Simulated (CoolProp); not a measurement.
Vapour-liquid equilibrium of ethylene (1) + n-perfluorobutane (2) at 240.5 K; x and y are mole fractions of (1).

The numbers come from the multi-fluid Helmholtz-energy mixture model, Smukala 2000 and Gao 2022; pair parameters Bell 2016 in CoolProp.

Give the bubble pressure and the first vapour's composition at x = 0.05, 0.8, 0.95. Is there an azeotrope?

x = 0.05: 0.2047 MPa, y = 0.879; x = 0.8: 1.470 MPa, y = 0.984; x = 0.95: 1.694 MPa, y = 0.994. No azeotrope shows between x = 0.05 and 0.95.

The pair parameters rest on a limited set of measurements; away from them the model extrapolates. The gap from Raoult's law changes sign with composition, which may be real or a fault of the pair parameters; it wasn't checked against measurements. With so large a gap from Raoult's law the liquid may split in two, which this calculation doesn't test in full.
